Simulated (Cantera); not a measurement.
Input (Python, Cantera) and output of one run.

```python
import numpy as np
import cantera as ct

gas_names = """
    Cu CuF CuF2 CuO Cu2 F FO FO2 F2 F2O H HF HNO HNO2 HNO3 HOF HO2 H2 H2F2 H2O H2O2 H3F3 H4F4 H5F5 H6F6
    H7F7 N NF NF2 NF3 NH NH2 NH3 NH2OH NO NO2 NO3 N2 N2H2 N2H4 N2O O OH O2 O3
""".split()
cond_names = """
    Cu(cr) Cu(L) CuF2(s) CuF2(L) CuO(s) CuO2H2(s) Cu2O(s) Cu2O(L) H2O(s) H2O(L)
""".split()


def load(file, names, dense=False):
    # The tables refer to 1 bar. Condensed volumes are neglected.
    table = {s.name: s for s in ct.Species.list_from_file(file)}
    out = []
    for n in names:
        d = dict(table[n].input_data)
        d["thermo"] = dict(d["thermo"], **{"reference-pressure": 1e5})
        if dense:
            d["equation-of-state"] = {"model": "constant-volume", "density": "1e6 g/cm^3"}
        out.append(ct.Species.from_dict(d))
    return out


gas = ct.Solution(thermo="ideal-gas", species=load("nasa_gas.yaml", gas_names))
cond = {s.name: ct.Solution(thermo="fixed-stoichiometry", species=[s], name=s.name)
        for s in load("nasa_condensed.yaml", cond_names, dense=True)}
atoms = {
    'CuO': {'Cu': 1, 'O': 1},
    'NF3': {'N': 1, 'F': 3},
    'H2': {'H': 2},
}
top_T = {'CuO(s)': 1390}  # K; cautious upper limits of use, not melting points


def equilibrate(T, P, feed):
    n = {}
    for name, mol in feed.items():
        for a, k in atoms[name].items():
            n[a] = n.get(a, 0.0) + k * mol
    gas.TPX = T, P, n
    mass = sum(n.values()) * gas.mean_molecular_weight
    gas.equilibrate("TP")
    valid = [c for c in cond.values() if c.min_temp <= T <= top_T.get(c.name, c.max_temp)]
    mix = ct.Mixture([(gas, mass / gas.mean_molecular_weight)] + [(c, 0.0) for c in valid])
    mix.T, mix.P = T, P
    mix.equilibrate("TP", solver="vcs", rtol=1e-11, max_steps=5000)
    return mix


results = []
feed = {'CuO': 1, 'NF3': 1.5, 'H2': 1.4}  # mol
T = 1350  # K
P = 5.4  # Pa
mix = equilibrate(T, P, feed)
results.append((T, P, feed, dict(zip(mix.species_names, mix.species_moles))))
print(gas.report(threshold=0.0001))
for i in range(1, mix.n_phases):
    print(f"{mix.phase(i).name:16s} {mix.phase_moles(i):12.5e} mol")
```

It prints:

```
       temperature   1350 K
          pressure   5.4 Pa
           density   1.7822e-05 kg/m^3
  mean mol. weight   37.046 kg/kmol
   phase of matter   gas

                          1 kg             1 kmol
                     ---------------   ---------------
          enthalpy       -3.9954e+06       -1.4801e+08  J
   internal energy       -4.2984e+06       -1.5924e+08  J
           entropy            9134.3        3.3839e+05  J/K
    Gibbs function       -1.6327e+07       -6.0484e+08  J
 heat capacity c_p            974.16             36088  J/K
 heat capacity c_v            749.72             27774  J/K

                      mass frac. Y      mole frac. X     chem. pot. / RT
                     ---------------   ---------------   ---------------
               CuF            0.1522          0.068307           -44.004
              CuF2            0.3504           0.12784           -72.452
                 F         0.0048541         0.0094652           -28.448
                HF           0.29659            0.5492           -58.189
                NO        0.00012943         0.0001598           -38.517
                N2           0.11118           0.14703           -37.438
                O2          0.084632          0.097983           -39.596
     [  +38 minor]        9.2605e-06         1.886e-05

Cu(cr)            0.00000e+00 mol
CuF2(L)           0.00000e+00 mol
CuO(s)            0.00000e+00 mol
CuO2H2(s)         0.00000e+00 mol
Cu2O(s)           0.00000e+00 mol
```

Cantera equilibrium calculation (NASA polynomials, part measured and part estimated; ideal gas, pure solids and liquids).
